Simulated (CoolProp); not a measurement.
Vapour-liquid equilibrium of R22 (1) + c-C4F8 (RC318) (2) at 271.2 K; x and y are mole fractions of (1).

The numbers come from the multi-fluid Helmholtz-energy mixture model, Kamei 1995 and Platzer 1990; pair parameters Bell 2016 in CoolProp. This equation is an older, rougher fit; its heat capacities, sound speeds and derivatives of the liquid may be far off and weren't checked against measurements.

| x | bubble pressure (MPa) | y at the bubble point | dew pressure at overall composition x (MPa) | liquid density (mol/L) |
|---|---|---|---|---|
| 0.05 | 0.1310 | 0.134 | 0.1232 | 8.215 |
| 0.125 | 0.1600 | 0.353 | 0.1301 | 8.540 |
| 0.2 | 0.2007 | 0.535 | 0.1382 | 8.878 |
| 0.275 | 0.2474 | 0.661 | 0.1479 | 9.231 |
| 0.35 | 0.2938 | 0.744 | 0.1595 | 9.605 |
| 0.425 | 0.3346 | 0.798 | 0.1736 | 10.00 |
| 0.5 | 0.3675 | 0.833 | 0.1911 | 10.43 |
| 0.575 | 0.3925 | 0.858 | 0.2133 | 10.90 |
| 0.65 | 0.4112 | 0.876 | 0.2422 | 11.42 |
| 0.725 | 0.4259 | 0.892 | 0.2815 | 12.00 |
| 0.8 | 0.4385 | 0.909 | 0.3366 | 12.65 |
| 0.875 | 0.4505 | 0.931 | 0.4099 | 13.40 |
| 0.95 | 0.4616 | 0.965 | 0.4575 | 14.25 |

No azeotrope shows between x = 0.05 and 0.95.

Pair parameters are fitted to limited data, so mixtures are less certain than the pure fluids. The gap from Raoult's law changes sign with composition, which may be real or a fault of the pair parameters; it wasn't checked against measurements.
